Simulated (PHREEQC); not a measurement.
0.02 g of hydrous ferric oxide (600 m²/g; 0.2 weak and 0.005 strong sites per Fe, Dzombak-Morel constants, diffuse double layer) in 1 kg of water with 0.001 mol/kgw of an inert sodium salt, at 25 °C; the pH is set by adding NaOH or the inert anion's acid. Oxygen alone is held at its pressure in air (log pO2 = -0.68). No CO2 enters from the air. Nothing may precipitate in this run.

Base run: PHREEQC, ion-association model, wateq4f.dat. Each further column changes one thing. The table gives surface charge σ (C/m²).

```csv
pH,base,background salt from 0.001 to 0.0001 mol/kgw,oxide from 0.02 to 0.1 g/kgw,6.2e-06 mol/kgw NaF added
3,0.252,0.222,0.253,0.227
3.5,0.173,0.125,0.175,?
4,0.117,?,0.118,?
4.5,0.078,0.035,0.078,0.069
5,0.050,?,0.050,0.046
5.5,0.031,0.011,0.031,0.029
6,0.019,0.006,0.019,?
6.5,0.011,?,0.011,0.011
7,0.006,0.002,0.006,0.006
7.5,0.003,?,0.003,0.003
8,0.000,0.000,0.000,0.000
8.5,-0.002,-0.001,-0.002,-0.002
9,-0.004,-0.001,-0.004,-0.004
```

Q: Fill in the missing entries.

A: 
- 3.5, 6.2e-06 mol/kgw NaF added: 0.154
- 4, background salt from 0.001 to 0.0001 mol/kgw: 0.066
- 4, 6.2e-06 mol/kgw NaF added: 0.103
- 5, background salt from 0.001 to 0.0001 mol/kgw: 0.020
- 6, 6.2e-06 mol/kgw NaF added: 0.018
- 6.5, background salt from 0.001 to 0.0001 mol/kgw: 0.004
- 7.5, background salt from 0.001 to 0.0001 mol/kgw: 0.001

The oxide is taken as insoluble; below pH 4 it would dissolve.
